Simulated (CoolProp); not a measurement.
Properties of neopentane along the isobar 0.987 MPa (Tc = 433.7 K, pc = 3.196 MPa, ω = 0.196).

Model: reference Helmholtz-energy equation of state, Lemmon 2006, in CoolProp. It is a short technical equation, of lower accuracy than the large ones.

```tsv
T (K)	phase	density (kg/m³)	cv (kJ/(kg K))	Joule-Thomson coefficient (K/MPa)	expansivity (1/kK)	fugacity coefficient
311.1	liquid	571.3	1.777	-0.2713	2.028	0.2464
325.9	liquid	553.5	1.841	-0.1954	2.246	0.3590
340.7	liquid	534.3	1.906	-0.09700	2.542	0.5006
355.5	liquid	513.1	1.971	0.03989	2.969	0.6716
370.3	gas	29.35	2.000	17.70	5.965	0.8281
385.1	gas	27.09	2.045	14.35	4.934	0.8490
399.9	gas	25.32	2.098	12.06	4.281	0.8665
414.8	gas	23.84	2.154	10.35	3.818	0.8815
429.6	gas	22.59	2.212	9.028	3.471	0.8942
444.4	gas	21.50	2.270	7.972	3.197	0.9052
459.2	gas	20.54	2.329	7.105	2.974	0.9148
474	gas	19.69	2.387	6.381	2.787	0.9231
488.8	gas	18.91	2.445	5.768	2.628	0.9305
503.6	gas	18.21	2.503	5.242	2.490	0.9371
518.4	gas	17.57	2.560	4.788	2.369	0.9429
```
